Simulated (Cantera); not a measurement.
A perfectly stirred reactor is fed with H2 : O2 : N2 = 0.31 : 1 : 0.37 (molar parts), equivalence ratio 0.15, at 0.0267 bar; it is held at 1325 K, and followed from long to short residence time.

Cantera simulation using the H2/O2 subset of GRI-Mech 3.0, which has no nitrogen chemistry; the numbers are that mechanism's predictions, not measurements. Radical loss at walls, strong at low pressure, is not modelled. The temperature is held fixed by assumption; the heat of reaction is taken as removed at once.

Question: What does this change do: temperature 1325 to 950 K?

Answer: 
```
quantity                 before     after
---------------------  --------  --------
x(H2) at τ = 12.0 s     8.00e-5  0.000377
x(O2) at τ = 12.0 s       0.553     0.554
x(H2O) at τ = 12.0 s      0.203     0.203
x(HO2) at τ = 12.0 s    1.05e-6   5.29e-6
x(O) at τ = 12.0 s     0.000329   8.43e-5
x(H2) at τ = 56.0 ms    0.00254   0.00836
x(O2) at τ = 56.0 ms      0.543     0.554
x(H2O) at τ = 56.0 ms     0.193     0.192
x(HO2) at τ = 56.0 ms   8.27e-6   2.31e-5
x(O) at τ = 56.0 ms      0.0113   0.00219
```

Question: What does this change do: temperature 1325 to 1225 K?

Answer: 
| quantity | before | after |
|---|---|---|
| x(H2) at τ = 12.0 s | 8.00e-5 | 8.28e-5 |
| x(O2) at τ = 12.0 s | 0.553 | 0.554 |
| x(H2O) at τ = 12.0 s | 0.203 | 0.203 |
| x(HO2) at τ = 12.0 s | 1.05e-6 | 1.53e-6 |
| x(O) at τ = 12.0 s | 0.000329 | 0.000246 |
| x(H2) at τ = 56.0 ms | 0.00254 | 0.00253 |
| x(O2) at τ = 56.0 ms | 0.543 | 0.546 |
| x(H2O) at τ = 56.0 ms | 0.193 | 0.195 |
| x(HO2) at τ = 56.0 ms | 8.27e-6 | 1.06e-5 |
| x(O) at τ = 56.0 ms | 0.0113 | 0.00833 |
